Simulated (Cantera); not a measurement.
What does this Cantera script print?

```python
import numpy as np
import cantera as ct

gas_names = [...]  # 110 gases of nasa_gas.yaml made of C, H, N
cond_names = """
    C(gr) C6H6(L) C7H8(L) C8H18(L),n-octa
""".split()


# ... load() reads the species with a 1 bar reference pressure and builds the phases ...
atoms = {
    'n-butane': {'C': 4, 'H': 10},
    'H2': {'H': 2},
    'N2': {'N': 2},
}
top_T = {'C(gr)': 4500}  # K; cautious upper limits of use, not melting points


# ... equilibrate(T, P, feed) seeds the gas with the atoms and calls Mixture.equilibrate('TP', solver="vcs", rtol=1e-11, max_steps=5000) ...
results = []
feed = {'n-butane': 1, 'H2': 0.6, 'N2': 0.25}  # mol
P = 87  # Pa
for T in [2000, 2500, 3000, 3500, 4000, 4500, 5000]:
    mix = equilibrate(T, P, feed)
    results.append((T, P, feed, dict(zip(mix.species_names, mix.species_moles))))
    x = sorted(zip(gas.X, gas.species_names), reverse=True)
    print(f"T = {T:g} K  P = {P:g} Pa  gas = {mix.phase_moles(0):.4g} mol")
    print("   x: " + "  ".join(f"{s} {v:.3e}" for v, s in x if v > 1e-05))
    print("   condensed (mol): " + ("  ".join(f"{mix.phase(i).name} {mix.phase_moles(i):.4g}"
          for i in range(1, mix.n_phases) if mix.phase_moles(i) > 1e-12) or "none"))
```

Output:

```
T = 2000 K  P = 87 Pa  gas = 6.007 mol
   x: H2 9.038e-01  H 5.241e-02  N2 4.013e-02  HCN 2.808e-03  C2H2,acetylene 6.943e-04  HNC 1.596e-04
   condensed (mol): C(gr) 3.974
T = 2500 K  P = 87 Pa  gas = 8.067 mol
   x: H 5.470e-01  H2 4.118e-01  N2 2.657e-02  HCN 7.407e-03  C2H2,acetylene 4.455e-03  HNC 8.674e-04  C3 5.713e-04  CN 5.695e-04  C2H 4.249e-04  C 1.913e-04  C2 5.264e-05  C4H2 1.990e-05
   condensed (mol): C(gr) 3.833
T = 3000 K  P = 87 Pa  gas = 12.78 mol
   x: H 8.223e-01  C3 7.695e-02  C 3.488e-02  H2 2.359e-02  N2 1.427e-02  C2 1.306e-02  CN 7.900e-03  C2H 3.151e-03  HCN 2.196e-03  C2H2,acetylene 5.260e-04  C5 5.048e-04  HNC 4.144e-04  C4 1.557e-04  CH 7.096e-05  N 5.639e-05  CNC 1.150e-05
   condensed (mol): none
T = 3500 K  P = 87 Pa  gas = 14.93 mol
   x: H 7.472e-01  C 2.080e-01  C2 1.397e-02  N2 1.197e-02  CN 8.603e-03  C3 7.600e-03  H2 1.393e-03  N 8.217e-04  C2H 1.875e-04  HCN 1.037e-04  CH 5.086e-05  HNC 2.741e-05
   condensed (mol): none
T = 4000 K  P = 87 Pa  gas = 15.45 mol
   x: H 7.246e-01  C 2.527e-01  N2 1.143e-02  N 6.433e-03  CN 3.066e-03  C2 1.484e-03  H2 1.798e-04  C3 4.269e-05  Electron 2.886e-05  C+ 2.876e-05  CH 1.312e-05
   condensed (mol): none
T = 4500 K  P = 87 Pa  gas = 15.61 mol
   x: H 7.174e-01  C 2.548e-01  N 2.140e-02  N2 4.916e-03  CN 8.008e-04  Electron 2.057e-04  C+ 2.046e-04  C2 1.945e-04  H2 3.745e-05
   condensed (mol): none
T = 5000 K  P = 87 Pa  gas = 15.7 mol
   x: H 7.133e-01  C 2.535e-01  N 3.025e-02  Electron 9.981e-04  C+ 9.884e-04  N2 7.242e-04  CN 1.462e-04  C2 3.729e-05  H2 1.070e-05
   condensed (mol): none
```

These are equilibrium values from Cantera (NASA tables, ideal gas, pure condensed phases), not measurements of a reactor.
